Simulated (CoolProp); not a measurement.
R1336mzz(Z) at 293.15 K and 0.00785 MPa is throttled through a valve to 0.00481 MPa with no heat exchange. Each further row changes one setting.

Values from CoolProp's reference Helmholtz-energy equation of state, McLinden 2020.

| case | temperature change (K) | final density (kg/m³) |
|---|---|---|
| as stated | -0.1 | [?] |
| outlet pressure 0.00144 MPa | [?] | [?] |
| outlet pressure 0.00625 MPa | -0.1 | 0.422 |

Problem. Complete the blanks.

Solution. 
- as stated, final density (kg/m³): 0.325
- outlet pressure 0.00144 MPa, temperature change (K): -0.3
- outlet pressure 0.00144 MPa, final density (kg/m³): 0.0971
